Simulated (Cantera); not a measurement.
Charge: 1 mol PbO, 0.34 mol CO, 89 mol H2, at 923.15 K and 0.000170 bar.

Method: chemical equilibrium by Gibbs-energy minimisation in Cantera with the NASA 1993 tables (ideal gas, pure condensed phases). Candidate condensed phases: C, C6H6, C7H8, C8H18, H2O, Pb, PbO, PbO2, Pb3O4; 113 gas species. Equilibrium is a limit: real reactors are often held back by kinetics, nucleation or transport.

Base state: H2 0.974, Pb 0.0111, H2O 0.0110, CO 0.00368, CO2 8.47e-5 (mole fractions); condensed: gas only.

Question: What changes in the equilibrium state with this change: pressure from 0.000170 bar to 0.100 bar?

Answer: 
```json
[
 {"species": "H2", "before": "0.974", "after": "0.984"},
 {"species": "H2O", "before": "0.0110", "after": "0.0120"},
 {"species": "CO", "before": "0.00368", "after": "0.00291"},
 {"species": "Pb", "before": "0.0111", "after": "2.55e-5"},
 {"species": "CH4", "before": "3.20e-9", "after": "0.000829"},
 {"species": "CO2", "before": "8.47e-5", "after": "7.22e-5"},
 {"species": "Pb(l), mol", "before": "0", "after": "0.998"}
]
```
